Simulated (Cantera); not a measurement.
Cantera run, input and output.

```python
import numpy as np
import cantera as ct

gas = ct.Solution("h2o2.yaml")
gas.TPX = 523, 580000, {'H2': 1, 'O2': 0.758, 'N2': 2.85}
flame = ct.FreeFlame(gas, width=0.012)
flame.set_refine_criteria(ratio=3, slope=0.08, curve=0.16)
flame.transport_model = "unity-Lewis-number"
flame.solve(loglevel=0, auto=True)
z, T = flame.grid, flame.T
thick = (T[-1] - T[0]) / np.gradient(T, z).max()
show = ['H2', 'O2', 'H', 'OH', 'H2O2', 'HO2']
print(f"laminar burning velocity  {flame.velocity[0] * 100:.3f} cm/s")
print(f"burnt temperature         {T[-1]:.1f} K")
print(f"thermal thickness         {thick * 1e3:.4f} mm")
print(f"grid points               {len(z)}")
z0 = z[flame.heat_release_rate.argmax()]
print(f"{'z/mm':>9s}{'T/K':>9s}{'u/(m/s)':>9s}" + "".join(f"{s:>11s}" for s in show))
rows = []
for k in (-3, -2, -1.5, -1, -0.5, -0.25, 0, 0.25, 0.5, 1, 2, 4, 8):
    zz = z0 + k * thick
    rows.append([k * thick, np.interp(zz, z, T), np.interp(zz, z, flame.velocity),
                 *(np.interp(zz, z, flame.X[gas.species_index(s)]) for s in show)])
    print(f"{rows[-1][0] * 1e3:9.3f}{rows[-1][1]:9.1f}{rows[-1][2]:9.3f}" + "".join(f"{x:11.3e}" for x in rows[-1][3:]))
```

Output:

```
laminar burning velocity  266.045 cm/s
burnt temperature         2129.5 K
thermal thickness         0.0384 mm
grid points               105
     z/mm      T/K  u/(m/s)         H2         O2          H         OH       H2O2        HO2
   -0.115    523.2    2.662  2.170e-01  1.645e-01  4.176e-12  2.379e-11  8.375e-08  5.228e-07
   -0.077    524.3    2.667  2.169e-01  1.644e-01  4.771e-11  2.841e-10  4.918e-07  3.084e-06
   -0.058    527.9    2.685  2.165e-01  1.642e-01  4.322e-10  2.828e-09  1.887e-06  1.207e-05
   -0.038    552.0    2.803  2.138e-01  1.629e-01  1.515e-08  9.249e-08  1.036e-05  7.214e-05
   -0.019    765.4    3.833  1.892e-01  1.510e-01  6.095e-05  6.423e-05  5.432e-05  5.922e-04
   -0.010   1101.9    5.397  1.441e-01  1.297e-01  2.277e-03  9.626e-04  5.934e-05  6.523e-04
    0.000   1476.9    7.048  7.709e-02  9.770e-02  1.099e-02  4.543e-03  1.584e-05  3.570e-04
    0.010   1717.1    8.048  3.282e-02  7.457e-02  1.367e-02  9.532e-03  5.493e-06  2.035e-04
    0.019   1845.8    8.564  1.731e-02  6.585e-02  9.938e-03  1.180e-02  3.600e-06  1.334e-04
    0.038   1967.7    9.042  8.907e-03  6.215e-02  4.502e-03  1.155e-02  2.238e-06  7.394e-05
    0.077   2053.3    9.373  4.233e-03  6.142e-02  1.400e-03  8.944e-03  1.379e-06  3.435e-05
    0.154   2100.1    9.553  1.678e-03  6.156e-02  3.373e-04  5.998e-03  8.260e-07  1.425e-05
    0.307   2120.8    9.633  6.546e-04  6.188e-02  8.397e-05  3.919e-03  5.274e-07  6.827e-06
```

Model: the H2/O2 subset of GRI-Mech 3.0, which has no nitrogen chemistry, integrated in Cantera. The hydrogen kinetics of GRI-Mech 3.0 are dated; newer H2 mechanisms differ, most at raised pressure. Unity Lewis numbers drop preferential diffusion, which matters most where H2 and H carry the flame. Burning velocities carry a grid error of a few per cent, more on coarse grids. Lean hydrogen flames are cellular in practice and burn faster than this planar one.
